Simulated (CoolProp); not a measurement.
Properties of isohexane at several states (Tc = 497.7 K, pc = 3043 kPa, ω = 0.280).

Values from CoolProp's reference Helmholtz-energy equation of state, Lemmon 2006. It is a short technical equation, of lower accuracy than the large ones.

| T (K) | p (kPa) | phase | density (kg/m³) | isothermal compressibility (1/MPa) | expansivity (1/kK) | fugacity coefficient |
|---|---|---|---|---|---|---|
| 323.5 | 12400 | liquid | 640.7 | 0.001809 | 1.310 | 0.01061 |
| 260.3 | 84.4 | liquid | 682.5 | 0.001293 | 1.284 | 0.05307 |
| 282.1 | 12100 | liquid | 674.6 | 0.001310 | 1.209 | 0.002204 |
| 302.2 | 30.2 | gas | 1.057 | 33.80 | 3.564 | 0.9803 |
| 413.6 | 843 | liquid | 524.1 | 0.008474 | 2.726 | 0.7511 |
| 230.8 | 32.8 | liquid | 708.0 | 0.001012 | 1.218 | 0.01959 |
